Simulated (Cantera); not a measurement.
Cantera run:

```python
import numpy as np
import cantera as ct

gas_names = """
    CL CLO CL2 N NO NO2 NO3 N2 N2O O O2 O3 Sr SrCL SrCL2 SrO
""".split()
cond_names = """
    Sr(a) Sr(b) Sr(L) SrCL2(a) SrCL2(b) SrCL2(L) SrO(s) SrO(L)
""".split()


# ... load() reads the species with a 1 bar reference pressure and builds the phases ...
atoms = {
    'SrCl2': {'Sr': 1, 'CL': 2},
    'O2': {'O': 2},
    'N2': {'N': 2},
}
top_T = {}  # K; cautious upper limits of use, not melting points


# ... equilibrate(T, P, feed) seeds the gas with the atoms and calls Mixture.equilibrate('TP', solver="vcs", rtol=1e-11, max_steps=5000) ...
results = []
feed = {'SrCl2': 1, 'O2': 1.3, 'N2': 41}  # mol
T = 1300  # K
for P in [0.1, 1, 10, 100, 1000, 10000, 100000]:
    mix = equilibrate(T, P, feed)
    results.append((T, P, feed, dict(zip(mix.species_names, mix.species_moles))))

top = {s: max(r[3][s] / sum(r[3][g] for g in gas_names) for r in results) for s in gas_names}
cols = sorted((s for s in top if top[s] > 0.001), key=lambda s: -top[s])[:5]
seen = [c for c in cond_names if any(r[3].get(c, 0) > 1e-12 for r in results)]
print("log10 of partial pressures in bar; condensed amounts in mol")
print(f"{'P/Pa':>10s}" + "".join(f"{s[:9]:>10s}" for s in cols + seen))
for T, P, feed, n in results:
    ng = sum(n[g] for g in gas_names)
    print(f"{P:10.4g}" + "".join(f"{np.log10(max(n[s] / ng * P / 1e5, 1e-99)):10.3f}" for s in cols)
          + "".join(f"{n.get(c, 0):10.4g}" for c in seen))
```

Output:

```
log10 of partial pressures in bar; condensed amounts in mol
      P/Pa        N2        O2     SrCL2        CL  SrCL2(L)    SrO(s)
       0.1    -6.024    -7.532    -7.659    -8.647         0   0.04887
         1    -5.024    -6.529    -6.649    -7.891         0   0.02785
        10    -4.024    -5.526    -5.643    -7.138         0   0.01579
       100    -3.019    -4.520    -4.912    -6.520    0.4688  0.006491
      1000    -2.014    -3.514    -4.912    -6.269     0.947  0.001149
     1e+04    -1.014    -2.514    -4.912    -6.019    0.9946 0.0002056
     1e+05    -0.014    -1.514    -4.912    -5.769    0.9994 3.704e-05
```

Method: chemical equilibrium by Gibbs-energy minimisation in Cantera with the NASA 1993 tables (ideal gas, pure condensed phases). Mutual solubility and eutectic melting of coexisting phases are not modelled. Condensed phases not in the tables: oxide chlorides.
